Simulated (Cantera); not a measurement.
# Equilibrium for boron, boron nitride and boron oxide: borazine + O2

Feed: 1 mol borazine, 0.056 mol O2, at 2000 Pa.

Equilibrium computed with Cantera from the NASA thermochemical tables; the gas is ideal and each condensed phase is pure. Candidate condensed phases: B, BN, B2O3, B3O3H3, H2O; 39 gas species. The feed counts by its element totals alone. Mutual solubility and eutectic melting of coexisting phases are not modelled. The tables' values for BH2 are old estimates; treat these amounts as uncertain. The numbers say what is thermodynamically allowed, not how fast it happens.

```tsv
T (K)	log p H2	log p N2	log p H	log p HBO	log p BO	log p HBO2	log p B2O3	n BN(s)	n B2O3(l)	n B(s)
1025	-1.70	-3.62	-9.21	-8.75	<-13	-6.82	-10.97	2.93	0.0367	0
1125	-1.70	-3.62	-8.20	-7.42	-12.21	-6.05	-9.18	2.93	0.0367	0
1225	-1.70	-3.62	-7.36	-6.32	-10.36	-5.41	-7.69	2.93	0.0364	0
1325	-1.70	-3.62	-6.64	-5.39	-8.79	-4.88	-6.44	2.93	0.0352	0
1425	-1.71	-3.62	-6.02	-4.60	-7.45	-4.42	-5.37	2.93	0.0310	0
1525	-1.71	-3.61	-5.48	-3.91	-6.29	-4.03	-4.45	2.92	0.0151	0
1625	-1.72	-3.54	-5.01	-3.52	-5.47	-4.07	-4.21	2.91	0	0
1725	-1.72	-3.49	-4.59	-3.34	-4.93	-4.45	-4.54	2.90	0	0
1825	-1.72	-3.46	-4.22	-3.27	-4.53	-4.97	-5.09	2.89	0	0
1925	-1.72	-3.45	-3.88	-3.26	-4.23	-5.55	-5.75	2.89	0	0
2025	-1.73	-3.44	-3.58	-3.28	-3.98	-6.12	-6.42	2.89	0	0
2125	-1.74	-3.17	-3.31	-3.33	-3.78	-6.57	-6.97	2.78	0	0.104
2225	-1.79	-2.62	-3.08	-3.44	-3.65	-6.93	-7.47	2.14	0	0.742
2325	-1.92	-2.20	-2.92	-3.67	-3.62	-7.49	-8.19	0	0	2.88
```
log p: log10 of the partial pressure in bar; n: condensed amount in mol.

From 1025 K to 1525 K the condensed part is BN(s) + B2O3(l). From 1625 K to 2025 K the condensed part is BN(s). From 2125 K to 2225 K the condensed part is B(s) + BN(s). At 2325 K the condensed part is B(s). The main B-bearing gas is HBO2 at 1025 K and BO at 2325 K.
